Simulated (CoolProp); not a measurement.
Vapour-liquid equilibrium of R134a (1) + R123 (2) at 265.2 K; x and y are mole fractions of (1).

The numbers come from the multi-fluid Helmholtz-energy mixture model, Tillner-Roth 1994 and Younglove 1994; pair parameters Bell 2016 in CoolProp.

### Question
Give the bubble pressure and the first vapour's composition at x = 0.2, 0.5, 0.65. Is there an azeotrope?

### Answer
x = 0.2: 0.07434 MPa, y = 0.749; x = 0.5: 0.1355 MPa, y = 0.903; x = 0.65: 0.1601 MPa, y = 0.936. No azeotrope shows between x = 0.05 and 0.95.

The pair parameters rest on a limited set of measurements; away from them the model extrapolates.
